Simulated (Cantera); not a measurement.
## Thermodynamics of thermal oxidation and active oxidation of silicon, feed Si + H₂O + N₂

Feed: 1 mol Si, 0.0048 mol H₂O, 35 mol N₂, equilibrated at 21.8 Torr.

These are equilibrium values from Cantera (NASA tables, ideal gas, pure condensed phases), not measurements of a reactor. Candidate condensed phases: H₂O, Si, SiO₂, Si₂N₂O, Si₃N₄; 35 gas species. Mutual solubility and eutectic melting of coexisting phases are not modelled. The tables' values for SiN are old estimates; treat these amounts as uncertain. Equilibrium is a limit: real reactors are often held back by kinetics, nucleation or transport.

From 1275 °C to 1350 °C the condensed part is Si₂N₂O(s) + Si₃N₄(s). From 1425 °C to 1575 °C the condensed part is Si₃N₄(s). From 1650 °C to 1800 °C the condensed part is Si(l). The main Si-bearing gas is SiO at 1275 °C and Si at 1800 °C. The share of Si in condensed phases is highest at 1275 °C (99.9 %) and lowest at 1800 °C (85.5 %).

| T (°C) | x N₂ | x Si | x Si₂N | x SiO | x H₂ | n Si₂N₂O(s) | n Si₃N₄(s) | n Si(l) |
|---|---|---|---|---|---|---|---|---|
| 1275 | 1.000 | 2.80e-8 | 2.03e-10 | 1.48e-5 | 0.000139 | 0.00429 | 0.330 | 0 |
| 1350 | 1.000 | 3.32e-7 | 4.72e-9 | 0.000117 | 0.000137 | 0.000794 | 0.331 | 0 |
| 1425 | 1.000 | 3.15e-6 | 8.23e-8 | 0.000140 | 0.000135 | 0 | 0.332 | 0 |
| 1500 | 1.000 | 2.46e-5 | 1.12e-6 | 0.000140 | 0.000130 | 0 | 0.331 | 0 |
| 1575 | 1.000 | 0.000162 | 1.22e-5 | 0.000140 | 0.000122 | 0 | 0.329 | 0 |
| 1650 | 0.999 | 0.000585 | 4.44e-5 | 0.000137 | 0.000108 | 0 | 0 | 0.970 |
| 1725 | 0.998 | 0.00147 | 8.59e-5 | 0.000137 | 9.11e-5 | 0 | 0 | 0.934 |
| 1800 | 0.996 | 0.00344 | 0.000158 | 0.000137 | 7.04e-5 | 0 | 0 | 0.855 |
x: gas mole fraction; n: condensed amount in mol.
